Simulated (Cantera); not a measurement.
A Cantera script and what it prints.

```python
import numpy as np
import cantera as ct

gas_names = [...]  # 151 gases of nasa_gas.yaml made of C, H, N, O, Si
cond_names = """
    C(gr) C6H6(L) C7H8(L) C8H18(L),n-octa H2O(s) H2O(L) Si(cr) Si(L) SiC(b) SiO2(Lqz) SiO2(hqz) SiO2(L)
    Si2N2O(s) Si3N4(a)
""".split()


# ... load() reads the species with a 1 bar reference pressure and builds the phases ...
atoms = {
    'HMDSO': {'Si': 2, 'C': 6, 'H': 18, 'O': 1},
    'N2O': {'N': 2, 'O': 1},
}
top_T = {'C(gr)': 4500, 'SiC(b)': 3050, 'Si2N2O(s)': 2100, 'Si3N4(a)': 2400}  # K; cautious upper limits of use, not melting points


# ... equilibrate(T, P, feed) seeds the gas with the atoms and calls Mixture.equilibrate('TP', solver="vcs", rtol=1e-11, max_steps=5000) ...
results = []
T = 1375  # K
P = 11  # Pa
for m in [0.8, 1.5, 2.3, 3, 3.7, 4.5, 5.2, 5.9]:
    feed = {'HMDSO': 1, 'N2O': m}  # mol
    mix = equilibrate(T, P, feed)
    results.append((T, P, feed, dict(zip(mix.species_names, mix.species_moles))))
    x = sorted(zip(gas.X, gas.species_names), reverse=True)
    print(f"T = {T:g} K  P = {P:g} Pa  n(N2O) = {m:g} mol  gas = {mix.phase_moles(0):.4g} mol")
    print("   x: " + "  ".join(f"{s} {v:.3e}" for v, s in x if v > 0.001))
    print("   condensed (mol): " + ("  ".join(f"{mix.phase(i).name} {mix.phase_moles(i):.4g}"
          for i in range(1, mix.n_phases) if mix.phase_moles(i) > 1e-12) or "none"))
```

Result:

```
T = 1375 K  P = 11 Pa  n(N2O) = 0.8 mol  gas = 11.6 mol
   x: H2 7.756e-01  CO 1.550e-01  N2 6.891e-02
   condensed (mol): C(gr) 2.203  SiC(b) 1.998
T = 1375 K  P = 11 Pa  n(N2O) = 1.5 mol  gas = 13 mol
   x: H2 6.920e-01  CO 1.921e-01  N2 1.153e-01
   condensed (mol): C(gr) 1.504  SiC(b) 1.997
T = 1375 K  P = 11 Pa  n(N2O) = 2.3 mol  gas = 14.6 mol
   x: H2 6.162e-01  CO 2.257e-01  N2 1.575e-01
   condensed (mol): C(gr) 0.7054  SiC(b) 1.996
T = 1375 K  P = 11 Pa  n(N2O) = 3 mol  gas = 16 mol
   x: H2 5.622e-01  CO 2.497e-01  N2 1.874e-01
   condensed (mol): C(gr) 0.006686  SiC(b) 1.996
T = 1375 K  P = 11 Pa  n(N2O) = 3.7 mol  gas = 17 mol
   x: H2 5.292e-01  CO 2.617e-01  N2 2.058e-01  SiO 2.955e-03
   condensed (mol): SiC(b) 1.55  Si2N2O(s) 0.2001
T = 1375 K  P = 11 Pa  n(N2O) = 4.5 mol  gas = 18.07 mol
   x: H2 4.979e-01  CO 2.757e-01  N2 2.232e-01  SiO 2.849e-03
   condensed (mol): SiC(b) 1.017  Si2N2O(s) 0.466
T = 1375 K  P = 11 Pa  n(N2O) = 5.2 mol  gas = 19.01 mol
   x: H2 4.734e-01  CO 2.867e-01  N2 2.368e-01  SiO 2.774e-03
   condensed (mol): SiC(b) 0.5503  Si2N2O(s) 0.6985
T = 1375 K  P = 11 Pa  n(N2O) = 5.9 mol  gas = 19.94 mol
   x: H2 4.512e-01  CO 2.966e-01  N2 2.492e-01  SiO 2.713e-03
   condensed (mol): SiC(b) 0.08406  Si2N2O(s) 0.9309
```

Cantera equilibrium calculation (NASA polynomials, part measured and part estimated; ideal gas, pure solids and liquids). The feed counts by its element totals alone. Mutual solubility and eutectic melting of coexisting phases are not modelled.
